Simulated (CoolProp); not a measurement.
Properties of carbon monoxide along the isotherm -187.95 °C (Tc = -140.3 °C, pc = 34.98 bar, ω = 0.050).

Model: reference Helmholtz-energy equation of state, Lemmon 2006, in CoolProp. It is a short technical equation, of lower accuracy than the large ones.

| p (bar) | phase | density (kg/m³) | cp (kJ/(kg K)) | speed of sound (m/s) | fugacity coefficient |
|---|---|---|---|---|---|
| 6.56 | liquid | 778.8 | 2.152 | 836.9 | 0.2214 |
| 13.1 | liquid | 780.6 | 2.143 | 843.1 | 0.1146 |
| 19.7 | liquid | 782.4 | 2.135 | 849.3 | 0.07880 |
| 26.2 | liquid | 784.1 | 2.127 | 855.3 | 0.06123 |
| 32.8 | liquid | 785.8 | 2.120 | 861.2 | 0.05056 |
| 39.4 | liquid | 787.4 | 2.113 | 867.0 | 0.04351 |
| 45.9 | liquid | 789.0 | 2.106 | 872.7 | 0.03859 |
| 52.5 | liquid | 790.6 | 2.099 | 878.3 | 0.03487 |
